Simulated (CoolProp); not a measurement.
Aqueous lithium chloride as a coolant, at 32 °C, 1 atm.

The numbers come from the Melinder's fits for secondary coolants in CoolProp.

```tsv
mass %	freezing point (°C)	cp (kJ/(kg K))	Prandtl number	viscosity (mPa s)	conductivity (W/(m K))
5.3	…	…	5.98	0.924	0.604
7.9	-8.9	3.785	6.41	…	0.597
10.4	-12.9	3.677	…	1.11	…
13	-18.4	3.572	7.48	1.22	0.584
15.5	-25.5	3.478	8.15	1.36	0.579
18.1	-35.3	…	8.98	1.52	…
20.6	-46.7	3.312	9.92	1.70	0.567
```

Q: Fill in the missing entries.

A: 
- 5.3, freezing point (°C): -5.4
- 5.3, cp (kJ/(kg K)): 3.905
- 7.9, viscosity (mPa s): 1.01
- 10.4, Prandtl number: 6.89
- 10.4, conductivity (W/(m K)): 0.591
- 18.1, cp (kJ/(kg K)): 3.388
- 18.1, conductivity (W/(m K)): 0.573
